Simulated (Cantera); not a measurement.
TiCl₄ + H₂O + H₂ (titanium nitride, carbide and oxide coatings)

Input: 1 mol TiCl₄, a varied amount of H₂O, 210 mol H₂, at 13.3 mbar.

Method: chemical equilibrium by Gibbs-energy minimisation in Cantera with the NASA 1993 tables (ideal gas, pure condensed phases). Candidate condensed phases: H₂O, Ti, TiCl₂, TiCl₃, TiCl₄, TiO, TiO₂, Ti₂O₃, Ti₃O₅, Ti₄O₇; 23 gas species. Mutual solubility and eutectic melting of coexisting phases are not modelled. The tables' values for TiCl₂ are old estimates. TiO: taken at fixed stoichiometry. Condensed phases not in the tables: Magnéli phases beyond Ti₄O₇, TiOCl. Equilibrium is a limit: real reactors are often held back by kinetics, nucleation or transport.

Task: Map the stable condensed phases over T = 802, 877, 952, 1027, 1102, 1177, 1252, 1327, 1402, 1477, 1552, 1627, 1702, 1777 °C and n(H₂O) in mol = 0.46, 0.58, 0.73, 0.91, 1.1, 1.4, 1.8, 2.2.

Result: 
```
T in °C \ n(H₂O) in mol
         0.46 0.58 0.73 0.91  1.1  1.4  1.8  2.2
   1777     A    A    A    A    B    B    C    C
   1702     A    A    A    A    B    B    C    D
   1627     A    A    A    A    B    B    C    E
   1552     A    A    A    A    B    B    C    E
   1477     A    A    A    A    B    B    D    E
   1402     A    A    A    A    B    B    D    E
   1327     A    A    A    A    B    B    E    E
   1252     A    A    A    A    B    B    E    E
   1177     A    A    A    A    B    B    E    E
   1102     A    A    A    A    B    C    E    F
   1027     A    A    A    B    B    C    G    F
    952     A    A    A    B    B    C    G    H
    877     A    A    B    B    C    C    F    I
    802     B    B    C    C    C    C    H    I
```
A: TiO; B: TiO + Ti₂O₃; C: Ti₂O₃; D: Ti₂O₃ + Ti₃O₅; E: Ti₃O₅; F: Ti₄O₇; G: Ti₃O₅ + Ti₄O₇; H: TiO₂ + Ti₄O₇; I: TiO₂.
